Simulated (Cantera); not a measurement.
Input: 1 mol SiH₂Cl₂, a varied amount of CH₄, 860 mol H₂, at 1750 °C and 10000 Pa.

Method: chemical equilibrium by Gibbs-energy minimisation in Cantera with the NASA 1993 tables (ideal gas, pure condensed phases). Candidate condensed phases: C, C₆H₆, C₇H₈, C₈H₁₈, Si, SiC; 109 gas species. Mutual solubility and eutectic melting of coexisting phases are not modelled. Gases not in the tables: Si₂H₆ and higher silanes. Kinetics and transport are ignored.

### Question
Which condensed phases are stable at each of these points (n(CH₄) (mol)): 0.044, 0.058, 0.076, 0.1, 0.13, 0.17, 0.23, 0.3?

### Answer
```
n(CH₄) (mol)  condensed phases  Si condensed (%)
------------  ----------------  ----------------
0.044           Si(l) + SiC(s)              23.9
0.058           Si(l) + SiC(s)              23.9
0.076           Si(l) + SiC(s)              23.9
0.1             Si(l) + SiC(s)              23.9
0.13            Si(l) + SiC(s)              23.9
0.17            Si(l) + SiC(s)              23.9
0.23            Si(l) + SiC(s)              23.9
0.3                     SiC(s)              27.7
```

From 0.044 mol CH₄ to 0.23 mol CH₄ the condensed part is Si(l) + SiC(s). At 0.3 mol CH₄ the condensed part is SiC(s).
